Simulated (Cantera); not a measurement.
What does this Cantera script print?

```python
import numpy as np
import cantera as ct

gas_names = """
    CL CL2 H HCL H2 N NH NH2 NH3 N2 N2H2 N2H4 Si SiCL SiCL2 SiCL3 SiCL4 SiH SiHCL3 SiH2 SiH2CL2 SiH3
    SiH3CL SiH4 SiN Si2 Si2N Si3
""".split()
cond_names = """
    NH4CL(a) NH4CL(b) Si(cr) Si(L) Si3N4(a)
""".split()


# ... load() reads the species with a 1 bar reference pressure and builds the phases ...
atoms = {
    'SiCl4': {'Si': 1, 'CL': 4},
    'NH3': {'N': 1, 'H': 3},
}
top_T = {'Si3N4(a)': 2400}  # K; cautious upper limits of use, not melting points


# ... equilibrate(T, P, feed) seeds the gas with the atoms and calls Mixture.equilibrate('TP', solver="vcs", rtol=1e-11, max_steps=5000) ...
results = []
feed = {'SiCl4': 1, 'NH3': 17}  # mol
T = 1900  # K
P = 37  # Pa
mix = equilibrate(T, P, feed)
results.append((T, P, feed, dict(zip(mix.species_names, mix.species_moles))))
x = sorted(zip(gas.X, gas.species_names), reverse=True)
print(f"T = {T:g} K  P = {P:g} Pa  gas = {mix.phase_moles(0):.4g} mol")
print("   x: " + "  ".join(f"{s} {v:.3e}" for v, s in x if v > 1e-06))
print("   condensed (mol): " + ("  ".join(f"{mix.phase(i).name} {mix.phase_moles(i):.4g}"
      for i in range(1, mix.n_phases) if mix.phase_moles(i) > 1e-12) or "none"))
```

Output:

```
T = 1900 K  P = 37 Pa  gas = 37.21 mol
   x: H2 6.286e-01  N2 2.284e-01  HCL 8.038e-02  H 3.271e-02  Si 1.384e-02  SiCL2 1.130e-02  CL 3.156e-03  SiCL 1.332e-03  SiH 1.832e-04  Si2 4.518e-05  SiN 4.260e-05  Si2N 2.503e-05  SiH2 1.489e-05  SiCL3 7.342e-06  Si3 4.139e-06
   condensed (mol): none
```

Equilibrium computed with Cantera from the NASA thermochemical tables; the gas is ideal and each condensed phase is pure. The tables' values for SiCl, SiN are old estimates; treat these amounts as uncertain. Gases not in the tables: Si2H6 and higher silanes.
